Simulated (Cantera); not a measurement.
A closed system holds: 1 mol borazine, 0.21 mol NH3, 0.53 mol N2, equilibrated at 2275 K and 2.25 Torr.

Equilibrium computed with Cantera from the NASA thermochemical tables; the gas is ideal and each condensed phase is pure. Candidate condensed phases: B, BN; 15 gas species. The feed counts by its element totals alone. The tables' values for BH2 are old estimates; treat these amounts as uncertain. Equilibrium is a limit: real reactors are often held back by kinetics, nucleation or transport.

Base state: H2 0.516, N2 0.369, H 0.111, B 0.00246, BH2 0.000963, BH 9.12e-5, BN 4.77e-5 (mole fractions); condensed: B(s).

**Question.** What changes in the equilibrium state with this change: temperature from 2275 K to 1025 K?

**Answer.** 
| species | before | after |
|---|---|---|
| H2 | 0.516 | 0.839 |
| N2 | 0.369 | 0.161 |
| H | 0.111 | 7.29e-8 |
| B | 0.00246 | <1e-9 |
| BH2 | 0.000963 | <1e-9 |
| BH | 9.12e-5 | <1e-9 |
| BN | 4.77e-5 | <1e-9 |
| B(s), mol | 2.98 | 0 |
| BN(s), mol | 0 | 3.00 |
